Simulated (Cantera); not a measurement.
A diamond (100) surface in a fixed gas of H2 with x(CH4) = 0.017, x(H) = 0.005, at 1200 K, 0.260 bar; coverages are run to steady state.

Computed with Cantera and the Harris–Goodwin 1993 mechanism for the reconstructed diamond (100) surface.

One state of this run: growth (µm/h) = 91.4; θ c6HH = 0.431; θ c6H* = 0.0374; θ c6*H = 0.476; θ c6** = 0.0278; θ c6HM = 0.0162. θ: site fractions in the mechanism's names (c6HH fully hydrogenated, c6H* and c6*H radical sites, c6** diradical, c6HM methylated).

**Question.** Which value of x(CH3) does it belong to?
A) 0.0005
B) 3.5e-05
C) 8.5e-05
D) 2.4e-06

**Answer.** A, 0.0005
